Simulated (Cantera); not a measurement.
Stirred combustor or abatement burner

A perfectly stirred reactor is fed with H2 : O2 : N2 : H2O = 1 : 0.385 : 1.45 : 0.18 (molar parts), equivalence ratio 1.3, at 1.01 bar; it is adiabatic with a 573 K inlet, and is followed from long to short residence time, starting on the burning branch (τ in s: 0.14, 0.049, 0.017, 0.0061, 0.0021, 0.00075, 0.00026, 9.2e-05, 3.2e-05).

Computed with Cantera and GRI-Mech 3.0 (53 species, 325 reactions).

```
τ (s)    T (K)    x H2      x O2  x H2O     x OH      x NO    x HO2      x H
-------  -----  ------  --------  -----  -------  --------  -------  -------
0.14      2376  0.0874  0.000221  0.355  0.00342  0.000410  1.22e-7  0.00473
0.049     2367  0.0873  0.000303  0.354  0.00388  0.000363  1.71e-7  0.00544
0.017     2349  0.0873  0.000513  0.352  0.00489  0.000285  3.04e-7  0.00705
0.0061    2313  0.0875  0.000982  0.348  0.00655  0.000196  6.11e-7   0.0100
0.0021    2249  0.0881   0.00201  0.342  0.00892  0.000118  1.28e-6   0.0153
0.00075   2150  0.0892   0.00385  0.331   0.0113   6.97e-5  2.50e-6   0.0235
0.00026   2007  0.0905   0.00687  0.318   0.0129   4.45e-5  4.80e-6   0.0360
9.2e-5    1828  0.0916    0.0112  0.302   0.0126   2.91e-5  8.91e-6   0.0522
3.2e-5    1620  0.0962    0.0183  0.283   0.0101   1.50e-5  1.77e-5   0.0694
```
x: mole fraction; the columns are a selection and need not sum to one.
